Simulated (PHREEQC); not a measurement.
Solution (25 °C): 0.0039 mol CuCl2, 0.093 mol HBF4 and 0.0011 mol KCl per kg of water. Closed to the air; pH follows from the charge balance.

All values are PHREEQC results (ion-association model, phreeqc.dat), not measurements.

| quantity | before | after |
|---|---|---|
| pH | 1.13 | 1.42 |
| HF (mol/kgw) | 0.0142 | 0.0109 |
| H3BO3 (mol/kgw) | 0.00294 | 0.00234 |
| BF3OH- (mol/kgw) | 0.00221 | 0.00142 |
| SI of Sylvite (KCl) | -6.15 | -6.69 |

Problem. What was changed between the two runs?
(A) diluted 5-fold with water
(B) diluted 100-fold with water
(C) diluted 2-fold with water

Solution. C, diluted 2-fold with water

Precipitation was switched off in this run. Real BF4- forms and hydrolyses slowly; the run takes it at equilibrium.
